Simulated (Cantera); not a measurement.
A closed system holds: 1 mol borazine, 3.8 mol H2O, a varied amount of N2, held at 1523.15 K and 0.00240 bar.

Cantera equilibrium calculation (NASA polynomials, part measured and part estimated; ideal gas, pure solids and liquids). Candidate condensed phases: B, BN, B2O3, B3O3H3, H2O; 39 gas species. The feed counts by its element totals alone. Mutual solubility and eutectic melting of coexisting phases are not modelled. The numbers say what is thermodynamically allowed, not how fast it happens.

Which condensed phases are stable at each of these points (n(N2) (mol)): 1.7, 3.4, 6.6, 13, 26, 51, 100, 200?


```tsv
n(N2) (mol)	condensed phases	B condensed (%)
1.7	BN(s) + B2O3(l)	81.0
3.4	BN(s) + B2O3(l)	78.5
6.6	BN(s) + B2O3(l)	74.0
13	BN(s) + B2O3(l)	65.2
26	BN(s) + B2O3(l)	48.3
51	BN(s) + B2O3(l)	17.1
100	BN(s)	14.8
200	BN(s)	13.6
```

From 1.7 mol N2 to 51 mol N2 the condensed part is BN(s) + B2O3(l). From 100 mol N2 to 200 mol N2 the condensed part is BN(s).
